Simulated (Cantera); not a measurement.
# Silicon nitride deposition: SiCl₄ + NH₃

A closed system holds: 1 mol SiCl₄, 4.1 mol NH₃, equilibrated at 0.000800 bar.

Cantera equilibrium calculation (NASA polynomials, part measured and part estimated; ideal gas, pure solids and liquids). Candidate condensed phases: NH₄Cl, Si, Si₃N₄; 28 gas species. The tables' values for SiCl, SiCl₃, SiN are old estimates; treat these amounts as uncertain. Gases not in the tables: Si₂H₆ and higher silanes. The numbers say what is thermodynamically allowed, not how fast it happens.

From 1048 K to 1423 K the condensed part is Si₃N₄(s). From 1498 K to 2023 K nothing is condensed. The main Si-bearing gas is SiCl₄ at 1048 K and SiCl₂ at 2023 K.

| T (K) | x H₂ | x HCl | x N₂ | x SiCl₂ | x H | x Si | x Cl | x SiCl₄ | n Si₃N₄(s) |
|---|---|---|---|---|---|---|---|---|---|
| 1048 | 0.454 | 0.385 | 0.152 | 6.28e-5 | 1.84e-7 | <1e-12 | 1.42e-7 | 0.00871 | 0.305 |
| 1123 | 0.452 | 0.389 | 0.151 | 0.000491 | 1.01e-6 | <1e-12 | 7.74e-7 | 0.00715 | 0.307 |
| 1198 | 0.452 | 0.387 | 0.152 | 0.00285 | 4.52e-6 | 5.88e-12 | 3.36e-6 | 0.00563 | 0.302 |
| 1273 | 0.456 | 0.369 | 0.156 | 0.0120 | 1.70e-5 | 3.49e-10 | 1.17e-5 | 0.00373 | 0.274 |
| 1348 | 0.468 | 0.324 | 0.168 | 0.0341 | 5.60e-5 | 1.27e-8 | 3.23e-5 | 0.00170 | 0.206 |
| 1423 | 0.487 | 0.258 | 0.185 | 0.0661 | 0.000164 | 3.08e-7 | 7.10e-5 | 0.000504 | 0.102 |
| 1498 | 0.506 | 0.194 | 0.201 | 0.0961 | 0.000432 | 5.05e-6 | 0.000134 | 0.000116 | 0 |
| 1573 | 0.505 | 0.195 | 0.201 | 0.0967 | 0.00102 | 2.62e-5 | 0.000313 | 3.87e-5 | 0 |
| 1648 | 0.504 | 0.195 | 0.201 | 0.0968 | 0.00223 | 0.000116 | 0.000678 | 1.42e-5 | 0 |
| 1723 | 0.501 | 0.195 | 0.200 | 0.0962 | 0.00456 | 0.000451 | 0.00138 | 5.67e-6 | 0 |
| 1798 | 0.496 | 0.196 | 0.199 | 0.0943 | 0.00877 | 0.00152 | 0.00265 | 2.45e-6 | 0 |
| 1873 | 0.486 | 0.199 | 0.198 | 0.0897 | 0.0159 | 0.00434 | 0.00493 | 1.14e-6 | 0 |
| 1948 | 0.468 | 0.205 | 0.195 | 0.0810 | 0.0273 | 0.0102 | 0.00899 | 5.60e-7 | 0 |
| 2023 | 0.441 | 0.215 | 0.190 | 0.0677 | 0.0446 | 0.0198 | 0.0161 | 2.83e-7 | 0 |
x: gas mole fraction; n: condensed amount in mol.
